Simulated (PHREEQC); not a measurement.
Solution (25 °C): 0.032 mol CaCl2, 0.0005 mol NaF and 0.00043 mol MgSO4 per kg of water. Closed to the air; pH follows from the charge balance.

The numbers come from PHREEQC with the ion-association model, phreeqc.dat.

Each row changes one thing in this solution. No solid was allowed to form.

```tsv
case	pH	SO4-2 (mol/kgw)	MgF+ (mol/kgw)	MgSO4 (mol/kgw)	NaSO4- (mol/kgw)	NaF (mol/kgw)
as made	7.01	0.000234	5.53e-6	3.48e-6	2.20e-7	8.35e-8
CaCl2 from 0.032 to 0.0032 mol/kgw	7.07	0.000336	8.70e-6	1.38e-5	5.47e-7	1.13e-7
diluted 5-fold with water	7.00	6.16e-5	3.33e-7	4.28e-7	1.80e-8	4.33e-9
temperature from 25 to 10 °C	7.20	0.000243	4.27e-6	2.52e-6	2.11e-7	8.47e-8
CaCl2 left out	7.09	0.000404	1.05e-5	2.51e-5	8.27e-7	1.27e-7
```

Complexes and solids missing from the database can't appear. Some of these states are supersaturated (in Fluorite, for instance). Away from 25 °C the constants follow the database's enthalpies or fits; those with neither stay at their 25 °C values.
